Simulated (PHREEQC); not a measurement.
NaOH is added in steps, without added water, to 1 kg of water holding 0.0063 mol/kgw Cu(NO3)2 and 0.0047 mol/kgw HBF4, at 25 °C. Oxygen alone is held at its pressure in air (log pO2 = -0.68). CO2 from the air is kept out. Solids allowed: Cu(OH)2, Cu2(OH)3NO3, CuF2:2H2O. Others were left out.

Base run: PHREEQC, ion-association model, wateq4f.dat. Each further column changes one thing. The table gives pH.

| NaOH added (mol) | base | temperature from 25 to 90 °C | HBF4 from 0.0047 to 0.00705 mol/kgw | HBF4 left out |
|---|---|---|---|---|
| 0 | 2.41 | 2.58 | 2.24 | 4.86 |
| 0.003187 | 2.75 | 2.99 | 2.48 | 5.47 |
| 0.006375 | 3.26 | 3.45 | 2.85 | 5.68 |
| 0.01275 | 4.13 | 4.19 | 3.73 | 10.12 |
| 0.01594 | 4.53 | 4.58 | 4.05 | 11.47 |
| 0.01912 | 5.46 | 4.68 | 4.32 | 11.75 |
| 0.02231 | 5.60 | 4.76 | 4.59 | 11.92 |
| 0.02869 | 6.03 | 5.09 | 5.51 | 12.13 |
| 0.03188 | 8.21 | 7.76 | 5.66 | 12.21 |
| 0.03506 | 9.68 | 9.04 | 5.91 | 12.27 |
| 0.03825 | 11.26 | 9.75 | 6.04 | 12.33 |
| 0.04462 | 11.84 | 10.27 | 9.22 | 12.42 |
| 0.04781 | 11.98 | 10.40 | 10.42 | 12.46 |
| 0.051 | 12.08 | 10.50 | 11.41 | 12.49 |

Real BF4- forms and hydrolyses slowly; the run takes it at equilibrium. The database's constant for dissolved Cu(OH)2 is higher than later reviews accept. Constants without temperature data keep their 25 °C values here. Solids allowed in the column 'HBF4 left out': Cu(OH)2, Cu2(OH)3NO3.
